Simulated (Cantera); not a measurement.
Source: NASA polynomial tables (part measured, part estimated), evaluated in Cantera. Values are per mole of reaction as written; species without (g) are pure solids or liquids, kept so even where they would boil at 1 bar. TiC: taken at fixed stoichiometry.

C2H4(g) + 2 TiC → 2 Ti + 2 C2H2(g), with ΔH° = 772.2 kJ and ΔS° = 195.7 J/K at 300 K.

Question: How far is the shortcut ΔG° ≈ ΔH°(300 K) − T·ΔS°(300 K) from the full temperature-dependent value at 425, 450, 475, 500, 525, 550, 575, 600, 625, 650, 675 K?

Answer: 
```
T (K)  shortcut (kJ)  full (kJ)  difference (kJ)  difference in log10 K
-----  -------------  ---------  ---------------  ---------------------
425            689.0      688.4              0.6                  -0.07
450            684.1      683.3              0.8                  -0.09
475            679.2      678.2              1.0                  -0.11
500            674.3      673.1              1.3                  -0.13
525            669.4      667.9              1.5                  -0.15
550            664.5      662.7              1.8                  -0.17
575            659.6      657.5              2.1                  -0.19
600            654.7      652.4              2.4                  -0.21
625            649.9      647.2              2.7                  -0.23
650            645.0      642.0              3.0                  -0.24
675            640.1      636.7              3.3                  -0.26
```
The shortcut ignores the heat-capacity change of the reaction.
